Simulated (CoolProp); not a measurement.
A single-stage vapour-compression cycle with sulfur dioxide: evaporating at 261.15 K (dew point), condensing at 320.15 K (bubble point), superheat 8 K, subcooling 0 K, compressor efficiency 0.8, no pressure losses. Each further row changes one setting.

Computed with CoolProp (reference Helmholtz-energy equation of state, Gao 2016).

| case | cooling COP | pressure ratio | discharge temperature (K) | refrigerating effect (kJ/kg) | volumetric capacity (kJ/m³) |
|---|---|---|---|---|---|
| as stated | ___ | 8.35 | 446.2 | 314 | 854 |
| evaporating temperature 266.15 K | 3.17 | ___ | 432.0 | 317 | ___ |
| condensing temperature 315.15 K | 3.10 | 7.22 | 432.3 | 322 | 873 |
| subcooling 5 K | 2.85 | 8.35 | 446.2 | 322 | 873 |
| superheat 18 K | ___ | 8.35 | 460.8 | 321 | 837 |
| compressor efficiency 0.7 | 2.44 | 8.35 | 468.0 | 314 | 854 |

Task: Complete the blanks.

Result: 
- as stated, cooling COP: 2.79
- evaporating temperature 266.15 K, pressure ratio: 6.68
- evaporating temperature 266.15 K, volumetric capacity (kJ/m³): 1060
- superheat 18 K, cooling COP: 2.74
